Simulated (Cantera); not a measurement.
**Ignition delay**

Mixture: C₃H₈ : O₂ : N₂ = 1 : 3.85 : 14.6 (molar parts), equivalence ratio 1.3, at 1200 Torr, adiabatic and at constant pressure. Ignition delay is the time to a rise of 400 K.

Detailed kinetics in Cantera: GRI-Mech 3.0 (53 species, 325 reactions). GRI-Mech 3.0 was tuned for natural gas; its chemistry of propane as a main component is partial and can be far from experiment.

| T0 (K) | delay (ms) |
|---|---|
| 1200 | 5.11 |
| 1275 | 1.24 |
| 1350 | 0.370 |
| 1425 | 0.136 |
| 1500 | 0.0604 |
| 1575 | 0.0315 |
| 1650 | 0.0187 |
| 1725 | 0.0122 |
| 1800 | 0.00867 |
| 1875 | 0.00651 |

The apparent activation energy between 1725 and 1875 K is 110 kJ/mol.
